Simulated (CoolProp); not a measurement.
Properties of isopentane at several states (Tc = 187.2 °C, pc = 3.378 MPa, ω = 0.227).

The numbers come from the reference Helmholtz-energy equation of state, Lemmon 2006 in CoolProp. It is a short technical equation, of lower accuracy than the large ones.

```
T (°C)   p (MPa)   phase  density (kg/m³)  cp (kJ/(kg K))  Joule-Thomson coefficient (K/MPa)  viscosity (µPa s)  conductivity (mW/(m K))  fugacity coefficient
-------  -------  ------  ---------------  --------------  ---------------------------------  -----------------  -----------------------  --------------------
-145.45   0.0135  liquid            774.1           1.728                            -0.6275                  ?                      193              4.975e-7
196.55      2.45     gas            63.73               ?                              11.27               13.0                     39.3                0.7735
-29.25    0.0117  liquid            667.3           2.017                            -0.4915                328                        ?                0.6913
-11.15       5.2  liquid            655.6           2.085                                  ?                285                      116              0.005133
185.35      2.42     gas                ?           3.005                              13.23               12.9                     38.0                0.7564
88.85     0.0111     gas           0.2667           1.949                              15.88               8.50                     21.8                0.9975
```

Question: Some entries are withheld; supply them.

Answer: 
- -145.45, viscosity (µPa s): 2400
- 196.55, cp (kJ/(kg K)): 2.909
- -29.25, conductivity (mW/(m K)): 120
- -11.15, Joule-Thomson coefficient (K/MPa): -0.4666
- 185.35, density (kg/m³): 67.77

Viscosity comes from a separate model (Chung 1988), a generic estimate that can be far off for the liquid and wasn't checked against measurements. Thermal conductivity comes from a separate model (Vassiliou 2015).
